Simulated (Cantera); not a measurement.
A closed system holds: 1 mol CO₂, 0.019 mol O₂, a varied amount of N₂, held at 2827 °C and 10.0 Torr.

Cantera equilibrium calculation (NASA polynomials, part measured and part estimated; ideal gas, pure solids and liquids). Candidate condensed phases: C; 24 gas species. Kinetics and transport are ignored.

x: gas mole fraction; nothing condenses.

| n(N₂) (mol) | x N₂ | x CO | x O | x O₂ | x NO | x CO₂ | x N |
|---|---|---|---|---|---|---|---|
| 2.9 | 0.597 | 0.202 | 0.167 | 0.0150 | 0.0125 | 0.00605 | 0.000174 |
| 3.7 | 0.653 | 0.173 | 0.146 | 0.0114 | 0.0114 | 0.00453 | 0.000182 |
| 4.4 | 0.690 | 0.154 | 0.131 | 0.00925 | 0.0105 | 0.00364 | 0.000187 |
| 5.2 | 0.724 | 0.137 | 0.118 | 0.00746 | 0.00970 | 0.00290 | 0.000192 |
| 5.9 | 0.748 | 0.125 | 0.108 | 0.00629 | 0.00906 | 0.00243 | 0.000195 |
| 6.6 | 0.769 | ___ | 0.100 | ___ | 0.00849 | ___ | 0.000197 |
| 7.4 | 0.788 | 0.105 | 0.0923 | 0.00456 | 0.00791 | 0.00174 | 0.000200 |
| 8.1 | 0.802 | 0.0980 | 0.0864 | 0.00399 | 0.00747 | 0.00152 | 0.000202 |
| 8.9 | 0.817 | 0.0909 | 0.0804 | ___ | 0.00702 | ___ | 0.000203 |
| 9.6 | 0.828 | 0.0854 | 0.0759 | 0.00308 | 0.00667 | 0.00116 | 0.000205 |
| 10 | 0.833 | 0.0826 | 0.0735 | 0.00289 | 0.00648 | 0.00109 | 0.000206 |
| 11 | 0.846 | 0.0763 | 0.0682 | 0.00249 | 0.00605 | 0.000930 | 0.000207 |
| 12 | 0.857 | 0.0708 | 0.0636 | 0.00216 | 0.00568 | 0.000806 | 0.000208 |

**Question.** Some entries are withheld; supply them.

**Answer.** 
- 6.6, x CO: 0.115
- 6.6, x O₂: 0.00538
- 6.6, x CO₂: 0.00206
- 8.9, x O₂: 0.00346
- 8.9, x CO₂: 0.00131
